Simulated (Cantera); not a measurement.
Input (Python, Cantera) and output of one run.

```python
import numpy as np
import cantera as ct

gas_names = """
    B BH BH2 BH3 BN BO BO2 B2 B2O B2O2 B2O3 B3O3H3 H HBO HBO2 HNO HNO2 HNO3 HO2 H2 H2O H2O2 H3B3O6 N NH
    NH2 NH3 NH2OH NO NO2 NO3 N2 N2H2 N2H4 N2O O OH O2 O3
""".split()
cond_names = """
    B(b) B(L) BN(s) B2O3(L) B3O3H3(cr) H2O(s) H2O(L)
""".split()


def load(file, names, dense=False):
    # The tables refer to 1 bar. Condensed volumes are neglected.
    table = {s.name: s for s in ct.Species.list_from_file(file)}
    out = []
    for n in names:
        d = dict(table[n].input_data)
        d["thermo"] = dict(d["thermo"], **{"reference-pressure": 1e5})
        if dense:
            d["equation-of-state"] = {"model": "constant-volume", "density": "1e6 g/cm^3"}
        out.append(ct.Species.from_dict(d))
    return out


gas = ct.Solution(thermo="ideal-gas", species=load("nasa_gas.yaml", gas_names))
cond = {s.name: ct.Solution(thermo="fixed-stoichiometry", species=[s], name=s.name)
        for s in load("nasa_condensed.yaml", cond_names, dense=True)}
atoms = {
    'B2O3': {'B': 2, 'O': 3},
    'NH3': {'N': 1, 'H': 3},
    'H2': {'H': 2},
}
top_T = {'BN(s)': 3200}  # K; cautious upper limits of use, not melting points


def equilibrate(T, P, feed):
    n = {}
    for name, mol in feed.items():
        for a, k in atoms[name].items():
            n[a] = n.get(a, 0.0) + k * mol
    gas.TPX = T, P, n
    mass = sum(n.values()) * gas.mean_molecular_weight
    gas.equilibrate("TP")
    valid = [c for c in cond.values() if c.min_temp <= T <= top_T.get(c.name, c.max_temp)]
    mix = ct.Mixture([(gas, mass / gas.mean_molecular_weight)] + [(c, 0.0) for c in valid])
    mix.T, mix.P = T, P
    mix.equilibrate("TP", solver="vcs", rtol=1e-11, max_steps=5000)
    return mix


results = []
feed = {'B2O3': 1, 'NH3': 0.13, 'H2': 0.61}  # mol
T = 1498.15  # K
P = 19  # Pa
mix = equilibrate(T, P, feed)
results.append((T, P, feed, dict(zip(mix.species_names, mix.species_moles))))
x = sorted(zip(gas.X, gas.species_names), reverse=True)
print(f"T = {T:g} K  P = {P:g} Pa  gas = {mix.phase_moles(0):.4g} mol")
print("   x: " + "  ".join(f"{s} {v:.3e}" for v, s in x if v > 1e-05))
print("   condensed (mol): " + ("  ".join(f"{mix.phase(i).name} {mix.phase_moles(i):.4g}"
      for i in range(1, mix.n_phases) if mix.phase_moles(i) > 1e-12) or "none"))
```

Output:

```
T = 1498.15 K  P = 19 Pa  gas = 1.029 mol
   x: H2 7.453e-01  B2O3 1.099e-01  N2 6.314e-02  HBO2 4.325e-02  HBO 2.785e-02  B2O2 7.796e-03  H 1.078e-03  BO 1.054e-03  H2O 6.245e-04
   condensed (mol): B2O3(L) 0.8417
```

Equilibrium computed with Cantera from the NASA thermochemical tables; the gas is ideal and each condensed phase is pure.
